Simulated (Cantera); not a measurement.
An adiabatic, constant-pressure homogeneous reactor starts with CO : H2 : CH4 : O2 : N2 : H2O = 1 : 0.056 : 0.83 : 1.82 : 6.86 : 0.3 (molar parts), at 1050 K and 7500 Torr. Integrator tolerance rtol = 1e-08.

Cantera simulation using GRI-Mech 3.0 (53 species, 325 reactions); the numbers are that mechanism's predictions, not measurements.

### Question
What does this change do: pressure from 7500 Torr to 3750 Torr?

### Answer
| quantity | before | after |
|---|---|---|
| time of steepest temperature rise | 31.5 ms | 55.9 ms |
| temperature at 0.200 s | 2674 K | 2646 K |
| equilibrium temperature | 2674 K | 2646 K |
| x(CO) at 0.200 s | 0.0629 (gas-phase equilibrium 0.0629) | 0.0646 (gas-phase equilibrium 0.0646) |
| x(H2) at 0.200 s | 0.0149 (gas-phase equilibrium 0.0149) | 0.0156 (gas-phase equilibrium 0.0156) |
| x(CH4) at 0.200 s | <1e-12 (gas-phase equilibrium <1e-12) | <1e-12 (gas-phase equilibrium <1e-12) |
| x(CO2) at 0.200 s | 0.107 (gas-phase equilibrium 0.107) | 0.105 (gas-phase equilibrium 0.105) |
| x(C2H6) at 0.200 s | <1e-12 (gas-phase equilibrium <1e-12) | <1e-12 (gas-phase equilibrium <1e-12) |

### Question
What does this change do: pressure from 7500 Torr to 14300 Torr?

### Answer
```csv
quantity,before,after
time of steepest temperature rise,31.5 ms,18.8 ms
temperature at 0.200 s,2674 K,2697 K
equilibrium temperature,2674 K,2697 K
x(CO) at 0.200 s,0.0629 (gas-phase equilibrium 0.0629),0.0614 (gas-phase equilibrium 0.0614)
x(H2) at 0.200 s,0.0149 (gas-phase equilibrium 0.0149),0.0143 (gas-phase equilibrium 0.0143)
x(CH4) at 0.200 s,<1e-12 (gas-phase equilibrium <1e-12),<1e-12 (gas-phase equilibrium <1e-12)
x(CO2) at 0.200 s,0.107 (gas-phase equilibrium 0.107),0.108 (gas-phase equilibrium 0.108)
x(C2H6) at 0.200 s,<1e-12 (gas-phase equilibrium <1e-12),<1e-12 (gas-phase equilibrium <1e-12)
```
The pressure lies above the range GRI-Mech 3.0 was tuned for (to about 10 atm).
